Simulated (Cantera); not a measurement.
A Cantera script and what it prints.

```python
import numpy as np
import cantera as ct

gas_names = """
    N NO NO2 NO3 N2 N2O O O2 O3 Si SiN SiO SiO2 Si2 Si2N Si3
""".split()
cond_names = """
    Si(cr) Si(L) SiO2(Lqz) SiO2(hqz) SiO2(L) Si2N2O(s) Si3N4(a)
""".split()


# ... load() reads the species with a 1 bar reference pressure and builds the phases ...
atoms = {
    'Si3N4': {'Si': 3, 'N': 4},
    'N2O': {'N': 2, 'O': 1},
    'N2': {'N': 2},
}
top_T = {'Si2N2O(s)': 2100, 'Si3N4(a)': 2400}  # K; cautious upper limits of use, not melting points


# ... equilibrate(T, P, feed) seeds the gas with the atoms and calls Mixture.equilibrate('TP', solver="vcs", rtol=1e-11, max_steps=5000) ...
results = []
feed = {'Si3N4': 1, 'N2O': 0.03, 'N2': 780}  # mol
P = 1000  # Pa
for T in [1773, 1823, 1873, 1923, 1973, 2023, 2073]:
    mix = equilibrate(T, P, feed)
    results.append((T, P, feed, dict(zip(mix.species_names, mix.species_moles))))
    x = sorted(zip(gas.X, gas.species_names), reverse=True)
    print(f"T = {T:g} K  P = {P:g} Pa  gas = {mix.phase_moles(0):.4g} mol")
    print("   x: " + "  ".join(f"{s} {v:.3e}" for v, s in x if v > 0.0001))
    print("   condensed (mol): " + ("  ".join(f"{mix.phase(i).name} {mix.phase_moles(i):.4g}"
          for i in range(1, mix.n_phases) if mix.phase_moles(i) > 1e-12) or "none"))
```

It prints:

```
T = 1773 K  P = 1000 Pa  gas = 780.3 mol
   x: N2 9.998e-01  Si 1.452e-04
   condensed (mol): Si3N4(a) 0.946
T = 1823 K  P = 1000 Pa  gas = 782.4 mol
   x: N2 9.995e-01  Si 4.420e-04
   condensed (mol): Si(L) 2.559
T = 1873 K  P = 1000 Pa  gas = 782.8 mol
   x: N2 9.990e-01  Si 8.818e-04
   condensed (mol): Si(L) 2.167
T = 1923 K  P = 1000 Pa  gas = 783.5 mol
   x: N2 9.981e-01  Si 1.696e-03
   condensed (mol): Si(L) 1.451
T = 1973 K  P = 1000 Pa  gas = 784.6 mol
   x: N2 9.966e-01  Si 3.155e-03  Si2N 1.179e-04
   condensed (mol): Si(L) 0.1768
T = 2023 K  P = 1000 Pa  gas = 784.9 mol
   x: N2 9.963e-01  Si 3.505e-03
   condensed (mol): none
T = 2073 K  P = 1000 Pa  gas = 784.9 mol
   x: N2 9.962e-01  Si 3.599e-03
   condensed (mol): none
```

Cantera equilibrium calculation (NASA polynomials, part measured and part estimated; ideal gas, pure solids and liquids). The tables' values for SiN are old estimates; treat these amounts as uncertain.
